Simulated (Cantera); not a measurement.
Input: 1 mol N2O, 1.4 mol H2, equilibrated at 1875 K and 3.53 Torr.

Cantera equilibrium calculation (NASA polynomials, part measured and part estimated; ideal gas, pure solids and liquids). Candidate condensed phases: H2O; 24 gas species. Kinetics and transport are ignored.

Base state: N2 0.416, H2O 0.415, H2 0.165, H 0.00388, OH 0.000762, NO 3.25e-5, O2 1.50e-5, O 1.36e-5 (mole fractions); condensed: gas only.

### Question
What changes in the equilibrium state with this change: N2O replaced by SO2?

### Answer
| species | before | after |
|---|---|---|
| H2O | 0.415 | 0.388 |
| H2 | 0.165 | 0.232 |
| SO2 | 0 | 0.227 |
| N2 | 0.416 | 0 |
| S2 | 0 | 0.0744 |
| SO | 0 | 0.0569 |
| SH | 0 | 0.00698 |
| S | 0 | 0.00529 |
| H2S | 0 | 0.00368 |
| S2O | 0 | 0.000831 |
| NO | 3.25e-5 | 0 |
Further candidate phases: H2SO4, S.

### Question
What changes in the equilibrium state with this change: temperature from 1875 K to 2050 K?

### Answer
```csv
species,before,after
N2,0.416,0.413
H2O,0.415,0.408
H2,0.165,0.161
H,0.00388,0.0133
O,1.36e-5,0.000219
O2,1.50e-5,0.000237
NO,3.25e-5,0.000213
```
